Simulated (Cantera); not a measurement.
Standard-state values (1 bar) from the NASA 1993 polynomials, evaluated with Cantera. Values are per mole of reaction as written; species without (g) are pure solids or liquids, kept so even where they would boil at 1 bar.

2 FeCl₂ + Cl₂(g) ⇌ Fe₂Cl₆(g), with ΔH° = 29.3 kJ and ΔS° = 77.9 J/K at 300 K.

**Question.** How far is the shortcut ΔG° ≈ ΔH°(300 K) − T·ΔS°(300 K) from the full temperature-dependent value at 823, 873, 923, 973, 1023, 1073, 1123, 1173, 1223, 1273 K?

**Answer.** 
| T (K) | shortcut (kJ) | full (kJ) | difference (kJ) | difference in log10 K | condensed phases |
|---|---|---|---|---|---|
| 823 | -34.8 | -29.3 | -5.5 | 0.35 | FeCl₂(s) |
| 873 | -38.7 | -32.2 | -6.5 | 0.39 | FeCl₂(s) |
| 923 | -42.6 | -34.9 | -7.7 | 0.43 | FeCl₂(s) |
| 973 | -46.5 | -35.5 | -11.0 | 0.59 | FeCl₂(l) |
| 1023 | -50.4 | -33.5 | -16.8 | 0.86 | FeCl₂(l) |
| 1073 | -54.3 | -31.4 | -22.9 | 1.11 | FeCl₂(l) |
| 1123 | -58.2 | -29.1 | -29.0 | 1.35 | FeCl₂(l) |
| 1173 | -62.1 | -26.7 | -35.3 | 1.57 | FeCl₂(l) |
| 1223 | -66.0 | -24.2 | -41.7 | 1.78 | FeCl₂(l) |
| 1273 | -69.9 | -21.6 | -48.3 | 1.98 | FeCl₂(l) |
The shortcut ignores heat capacities and the phase changes listed.
